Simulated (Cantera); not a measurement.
A closed system holds: 1 mol Cu, 0.58 mol F2, 2.8 mol H2, held at 1.30 Pa.

Method: chemical equilibrium by Gibbs-energy minimisation in Cantera with the NASA 1993 tables (ideal gas, pure condensed phases). Candidate condensed phases: Cu, CuF2; 15 gas species. Equilibrium is a limit: real reactors are often held back by kinetics, nucleation or transport. All values below are at 950 K.

Base state: H2 0.657, HF 0.343 (mole fractions); condensed: Cu(s).

**Question.** What changes in the equilibrium state with this change: F2 from 0.58 to 2.6 mol?

**Answer.** 
```
species     before   after
----------  ------  ------
HF           0.343   0.963
H2           0.657  0.0370
Cu(s), mol   1.000   1.000
```
